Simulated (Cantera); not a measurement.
Feed: 1 mol S, 0.0036 mol SO₂, 0.087 mol H₂, equilibrated at 802 °C and 1 atm.

These are equilibrium values from Cantera (NASA tables, ideal gas, pure condensed phases), not measurements of a reactor. Gases not in the tables: S₃ to S₇. The numbers say what is thermodynamically allowed, not how fast it happens.

| species | before | after |
|---|---|---|
| H₂S | 0.145 | 0.501 |
| S₂ | 0.840 | 0.477 |
| H₂ | 0.00246 | 0.0113 |
| H₂O | 0.0110 | 0.0103 |
| SO₂ | 0.000505 | 1.59e-5 |
| S₈ | 2.99e-5 | 3.12e-6 |
| S₂O | 0.00112 | 0.000130 |
| SH | 6.97e-5 | 0.000112 |
Gas species are given as mole fractions.

Question: What was changed between the two runs?
A. temperature from 802 °C to 2625 °C
B. temperature from 802 °C to 1725 °C
C. 0.0098 mol O₂ added
D. H₂ from 0.087 to 0.36 mol

Answer: D, H₂ from 0.087 to 0.36 mol
